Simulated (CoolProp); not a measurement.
A simple Rankine cycle with water: condensing at 307.15 K, boiler at 0.0335 MPa, turbine inlet 384.8 K, turbine efficiency 0.7, pump efficiency 0.6, no recuperator. Each further row changes one setting.

The numbers come from the reference Helmholtz-energy equation of state, Wagner 2002 in CoolProp.

```tsv
case	thermal efficiency (%)	net work (kJ/kg)	heat in (kJ/kg)	turbine exit temperature (K)	volume ratio over the turbine
as stated	7.5	193	2560	307.1	4.93
turbine inlet 404.8 K	7.6	199	2600	307.1	4.75
condensing temperature 299.15 K	9.0	235	2600	299.2	7.52
boiler pressure 0.0234 MPa	6.1	158	2570	307.1	3.49
turbine efficiency 0.6	6.4	165	2560	307.1	4.99
```

The expansion ends wet for: as stated; turbine inlet 404.8 K; condensing temperature 299.15 K; boiler pressure 0.0234 MPa; turbine efficiency 0.6.
